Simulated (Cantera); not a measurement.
Input (Python, Cantera) and output of one run.

```python
import numpy as np
import cantera as ct

gas_names = """
    H2O2
""".split()
cond_names = """
    CuO2H2(s) Cu(cr) Cu(L)
""".split()


# ... load() reads the species with a 1 bar reference pressure and builds the phases ...
species = {s.name: s for s in load("nasa_gas.yaml", gas_names) + load("nasa_condensed.yaml", cond_names)}
# Each term lists the table entries of one substance; the one whose range holds T is used.
reactions = {
    'Cu(OH)2 = Cu + H2O2(g)':
        [(-1, ['CuO2H2(s)']), (1, ['Cu(cr)', 'Cu(L)']), (1, ['H2O2'])],
}


def pick(names, T):
    return next(species[n] for n in names if species[n].thermo.min_temp <= T <= species[n].thermo.max_temp)


results = []
for label, terms in reactions.items():
    print(label)
    print("     T/K   dH/kJ  dS/(J/K)   dG/kJ   log10 K")
    for T in [800, 850, 900, 950, 1000, 1050, 1100]:
        used = [(nu, pick(names, T)) for nu, names in terms]
        dH = sum(nu * s.thermo.h(T) for nu, s in used) / 1e6
        dS = sum(nu * s.thermo.s(T) for nu, s in used) / 1e3
        dG = dH - T * dS / 1e3
        logK = -dG * 1e6 / (ct.gas_constant * T * np.log(10))
        results.append((label, T, dH, dS, dG, logK, [s.name for _, s in used]))
        print(f"{T:8g} {dH:8.1f} {dS:8.1f} {dG:8.1f} {logK:8.2f}")
```

It prints:

```
Cu(OH)2 = Cu + H2O2(g)
     T/K   dH/kJ  dS/(J/K)   dG/kJ   log10 K
     800    299.9    131.5    194.7   -12.71
     850    298.4    129.7    188.1   -11.56
     900    296.9    128.0    181.7   -10.54
     950    295.5    126.4    175.3    -9.64
    1000    294.0    125.0    169.0    -8.83
    1050    292.6    123.6    162.8    -8.10
    1100    291.2    122.3    156.7    -7.44
```

Source: NASA polynomial tables (part measured, part estimated), evaluated in Cantera. Condensed species are held in their standard states even where they would react or evaporate.
